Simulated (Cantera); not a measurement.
Mixture: 4.42 % CH4, 20.1 % O2, 75.5 % N2, at 4.93 atm, adiabatic and at constant pressure. Ignition delay is the time to a rise of 400 K.

Model: GRI-Mech 3.0 (53 species, 325 reactions), integrated in Cantera.

Predict: delay at 1300 K; delay at 1500 K; delay at 1700 K; delay at 1900 K; delay at 2100 K; apparent activation energy between 2000 and 2200 K.


* **delay at 1300 K**: 1.99 ms
* **delay at 1500 K**: 0.249 ms
* **delay at 1700 K**: 50.4 µs
* **delay at 1900 K**: 15.1 µs
* **delay at 2100 K**: 6.05 µs
* **apparent activation energy between 2000 and 2200 K**: 130 kJ/mol
